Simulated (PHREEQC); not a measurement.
PHREEQC input (Pitzer model, pitzer.dat):

```
SOLUTION 1
  temp 20
  units mol/kgw
  pH 7 charge
  C(4) 0.2632
  K 0.2917
  S(6) 0.011
  Cl 0.0033
END
USE solution 1
INCREMENTAL_REACTIONS false
REACTION 1
  H2O -1
  0 9.886 18.011 24.689 30.178 34.689 38.397 41.444
  43.949 46.007 47.699 49.089 50.232 51.172 51.944 52.578
  53.1 53.528 53.88 54.17 54.408 54.603 54.764 54.896
  55.005 55.094 55.168 55.228 moles
EQUILIBRIUM_PHASES 1
  Arcanite 0 0
  Kalicinite 0 0
  Misenite 0 0
  Sylvite 0 0
  CO2(g) -3.4 10
SELECTED_OUTPUT 1
  -reset false
  -pH true
  -pe true
  -ionic_strength true
  -water true
  -activities H2O
  -totals C Cl K S
  -molalities H+ K+ Cl- CO3-2 SO4-2 OH- HCO3- CO2 HSO4-
  -equilibrium_phases Arcanite Kalicinite Misenite Sylvite
PRINT
  -reset false
END
```

Selected output (columns that matter, 9 of 28 rows; water left (kg) added in front):

```
water left (kg)	pH	mu	C	Cl	K	S	m_H+	m_K+	m_Cl-	m_CO3-2	m_SO4-2	la_H2O	Arcanite	Kalicinite
1.00153	9.9324	0.39244	0.17573	0.003295	0.29126	0.010983	2.1016e-10	0.29126	0.003295	0.090203	0.010983	-0.003166	0	0
0.556918	10.034	0.72446	0.29733	0.0059255	0.52378	0.019752	1.9826e-10	0.52378	0.0059255	0.18093	0.019752	-0.0054117	0	0
0.255243	10.165	1.6205	0.60903	0.012929	1.1428	0.043096	1.9497e-10	1.1428	0.012929	0.43457	0.043096	-0.011213	0	0
0.142643	10.278	2.9348	1.0548	0.023135	2.045	0.077115	1.9104e-10	2.045	0.023135	0.81269	0.077115	-0.019938	0	0
0.0662269	10.49	6.1454	2.2205	0.049829	4.2531	0.090371	1.6345e-10	4.2531	0.049829	1.802	0.090371	-0.04585	0.005015	0
0.0376833	10.732	10.409	3.9117	0.087572	7.2199	0.031422	1.3169e-10	7.2199	0.087572	3.1577	0.031422	-0.09277	0.0098159	0
0.0215584	11.012	16.317	6.4903	0.15307	11.485	0.0098483	8.9875e-11	11.485	0.15307	4.822	0.0098483	-0.17577	0.010788	0.022524
0.0097678	11.008	16.294	6.4048	0.33784	11.523	0.0096387	8.5538e-11	11.523	0.33784	4.7611	0.0096387	-0.17738	0.010906	0.15733
0.00536365	11.002	16.262	6.2781	0.61525	11.582	0.0093329	7.9439e-11	11.582	0.61525	4.67	0.0093329	-0.17982	0.01095	0.20768
```
